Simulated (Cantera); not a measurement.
Cantera run, input and output.

```python
import numpy as np
import cantera as ct

gas = ct.Solution("gri30.yaml")
gas.TPX = 650, 45000, {'CH4': 1, 'O2': 4.35, 'N2': 16.3, 'H2': 0.85}
inlet = ct.Reservoir(gas, clone=True)
gas.equilibrate("HP")  # start burning
reactor = ct.IdealGasConstPressureReactor(gas, energy="on", clone=False)
exhaust = ct.Reservoir(gas, clone=True)
tau = [0.029, 0.012, 0.0046, 0.0019, 0.00074, 0.0003, 0.00012, 4.8e-05, 1.9e-05][0]
for a, b in ((inlet, reactor), (reactor, exhaust)):
    ct.MassFlowController(a, b, mdot=lambda t: reactor.mass / tau)
net = ct.ReactorNet([reactor])
show = ['CH4', 'O2', 'HCN', 'H', 'OH', 'HO2', 'CO2']

rows = []
print(f"{'tau/s':>10s}{'T/K':>9s}" + "".join(f"{s:>11s}" for s in show))
for tau in [0.029, 0.012, 0.0046, 0.0019, 0.00074, 0.0003, 0.00012, 4.8e-05, 1.9e-05]:
    net.initial_time = 0.0
    net.advance(30 * tau)
    before = gas.X
    net.advance(40 * tau)
    drift = np.max(np.abs(gas.X - before) / (gas.X + 1e-9))
    rows.append([gas.T, *gas[show].X, drift])
    print(f"{tau:10.3e}{gas.T:9.1f}" + "".join(f"{x:11.3e}" for x in gas[show].X))
```

Output:

```
     tau/s      T/K        CH4         O2        HCN          H         OH        HO2        CO2
 2.900e-02   1868.5  1.422e-05  8.658e-02  7.137e-09  2.865e-04  3.764e-03  2.576e-06  4.385e-02
 1.200e-02   1846.2  2.482e-05  8.664e-02  9.556e-09  6.372e-04  4.721e-03  4.044e-06  4.287e-02
 4.600e-03   1808.7  4.683e-05  8.694e-02  1.475e-08  1.438e-03  5.785e-03  6.557e-06  4.122e-02
 1.900e-03   1758.3  8.891e-05  8.764e-02  2.288e-08  2.804e-03  6.581e-03  9.902e-06  3.897e-02
 7.400e-04   1686.1  1.948e-04  8.935e-02  3.640e-08  5.044e-03  6.953e-03  1.483e-05  3.537e-02
 3.000e-04   1598.8  4.850e-04  9.311e-02  5.799e-08  7.429e-03  6.614e-03  2.219e-05  2.968e-02
 1.200e-04   1485.2  1.717e-03  1.029e-01  1.082e-07  8.011e-03  5.229e-03  4.108e-05  1.934e-02
 4.800e-05    650.0  4.444e-02  1.933e-01 -4.079e-21  6.651e-18  4.456e-20  9.550e-17 -4.206e-16
 1.900e-05    650.0  4.444e-02  1.933e-01 -2.729e-25  5.363e-18  2.713e-20  4.014e-17 -2.814e-20
```

Detailed kinetics in Cantera: GRI-Mech 3.0 (53 species, 325 reactions).
